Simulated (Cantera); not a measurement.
Input: 1 mol Si2Cl6, 0.44 mol Cl2, 19 mol H2, at 390 Torr.

Cantera equilibrium calculation (NASA polynomials, part measured and part estimated; ideal gas, pure solids and liquids). Candidate condensed phases: Si; 19 gas species. The feed counts by its element totals alone. The tables' values for SiCl3 are old estimates; treat these amounts as uncertain. Kinetics and transport are ignored.

x: gas mole fraction; n: condensed amount in mol.

```json
[
 {"T (K)": "898", "x H2": "0.904", "x HCl": "0.00449", "x SiCl2": "3.01e-5", "x SiCl4": "0.0574", "x SiHCl3": "0.0322", "x SiCl3": "0.000189", "n Si(s)": "…"},
 {"T (K)": "948", "x H2": "0.902", "x HCl": "0.00738", "x SiCl2": "9.19e-5", "x SiCl4": "0.0570", "x SiHCl3": "0.0314", "x SiCl3": "0.000393", "n Si(s)": "…"},
 {"T (K)": "998", "x H2": "0.899", "x HCl": "0.0115", "x SiCl2": "0.000249", "x SiCl4": "0.0562", "x SiHCl3": "0.0304", "x SiCl3": "0.000755", "n Si(s)": "…"},
 {"T (K)": "1048", "x H2": "0.895", "x HCl": "0.0171", "x SiCl2": "0.000608", "x SiCl4": "0.0548", "x SiHCl3": "0.0293", "x SiCl3": "0.00135", "n Si(s)": "…"},
 {"T (K)": "1098", "x H2": "0.890", "x HCl": "0.0244", "x SiCl2": "0.00135", "x SiCl4": "0.0527", "x SiHCl3": "0.0280", "x SiCl3": "0.00225", "n Si(s)": "…"},
 {"T (K)": "1148", "x H2": "0.882", "x HCl": "0.0334", "x SiCl2": "0.00278", "x SiCl4": "0.0497", "x SiHCl3": "0.0263", "x SiCl3": "0.00354", "n Si(s)": "…"},
 {"T (K)": "1198", "x H2": "0.874", "x HCl": "0.0442", "x SiCl2": "0.00527", "x SiCl4": "0.0457", "x SiHCl3": "0.0243", "x SiCl3": "0.00521", "n Si(s)": "…"},
 {"T (K)": "1248", "x H2": "0.863", "x HCl": "0.0565", "x SiCl2": "0.00927", "x SiCl4": "0.0405", "x SiHCl3": "0.0218", "x SiCl3": "0.00721", "n Si(s)": "0.309"},
 {"T (K)": "1298", "x H2": "0.851", "x HCl": "0.0697", "x SiCl2": "0.0152", "x SiCl4": "0.0343", "x SiHCl3": "0.0189", "x SiCl3": "0.00933", "n Si(s)": "0.323"},
 {"T (K)": "1348", "x H2": "0.838", "x HCl": "0.0830", "x SiCl2": "0.0231", "x SiCl4": "0.0274", "x SiHCl3": "0.0157", "x SiCl3": "0.0112", "n Si(s)": "0.319"},
 {"T (K)": "1398", "x H2": "0.826", "x HCl": "0.0955", "x SiCl2": "0.0326", "x SiCl4": "0.0204", "x SiHCl3": "0.0124", "x SiCl3": "0.0125", "n Si(s)": "0.297"},
 {"T (K)": "1448", "x H2": "0.814", "x HCl": "0.106", "x SiCl2": "0.0427", "x SiCl4": "0.0141", "x SiHCl3": "0.00922", "x SiCl3": "0.0128", "n Si(s)": "…"},
 {"T (K)": "1498", "x H2": "0.804", "x HCl": "0.115", "x SiCl2": "0.0524", "x SiCl4": "0.00906", "x SiHCl3": "0.00653", "x SiCl3": "0.0122", "n Si(s)": "…"},
 {"T (K)": "1548", "x H2": "0.797", "x HCl": "0.121", "x SiCl2": "0.0607", "x SiCl4": "0.00551", "x SiHCl3": "0.00445", "x SiCl3": "0.0109", "n Si(s)": "…"}
]
```

Problem. Complete the blanks.

Solution. 
- 898, n Si(s): 0.119
- 948, n Si(s): 0.135
- 998, n Si(s): 0.157
- 1048, n Si(s): 0.185
- 1098, n Si(s): 0.217
- 1148, n Si(s): 0.251
- 1198, n Si(s): 0.284
- 1448, n Si(s): 0.263
- 1498, n Si(s): 0.222
- 1548, n Si(s): 0.183
